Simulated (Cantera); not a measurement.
Input: 1 mol Cu, 0.015 mol H₂O, 54 mol CO, at 1 atm.

Cantera equilibrium calculation (NASA polynomials, part measured and part estimated; ideal gas, pure solids and liquids). Candidate condensed phases: C, C₆H₆, C₇H₈, C₈H₁₈, Cu, CuO, Cu(OH)₂, Cu₂O, H₂O; 113 gas species. Kinetics and transport are ignored. All values below are at 1048 K.

Base state: CO 0.841, CO₂ 0.159, H₂ 0.000278, H₂O 4.42e-5 (mole fractions); condensed: C(graphite) + Cu(s).

**Question.** What changes in the equilibrium state with this change: H₂O from 0.015 to 0.37 mol?

**Answer.** 
```csv
species,before,after
CO,0.841,0.835
CO₂,0.159,0.157
H₂,0.000278,0.00675
H₂O,4.42e-5,0.00107
"C(graphite), mol",7.40,7.10
"Cu(s), mol",1.00,1.00
```
